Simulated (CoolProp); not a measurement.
Vapour-liquid equilibrium of R124 (1) + R142b (2) at 34.35 °C; x and y are mole fractions of (1).

The numbers come from the multi-fluid Helmholtz-energy mixture model, de Vries 1995 and Lemmon 2006; pair parameters Bell 2016 in CoolProp.

```
x      bubble pressure, mixture model (bar)  bubble pressure, Raoult's law (bar)  y, mixture model  y, Raoult's law
-----  ------------------------------------  -----------------------------------  ----------------  ---------------
0.05                                  4.481                                4.489             0.054            0.056
0.125                                 4.512                                4.534             0.134            0.139
0.2                                   4.543                                4.579             0.213            0.221
0.275                                 4.574                                4.624             0.291            0.301
0.35                                  4.607                                4.669             0.369            0.379
0.425                                 4.642                                4.714             0.447            0.456
0.5                                   4.680                                4.759             0.524            0.531
0.575                                 4.722                                4.804             0.600            0.605
0.65                                  4.768                                4.849             0.676            0.678
0.725                                 4.819                                4.894             0.750            0.749
0.8                                   4.876                                4.938             0.822            0.819
0.875                                 4.939                                4.983             0.891            0.888
0.95                                  5.008                                5.028             0.958            0.956
```

The largest gap from Raoult's law is -1.7 % in bubble pressure, at x = 0.575. No azeotrope shows between x = 0.05 and 0.95.

The pair parameters rest on a limited set of measurements; away from them the model extrapolates.
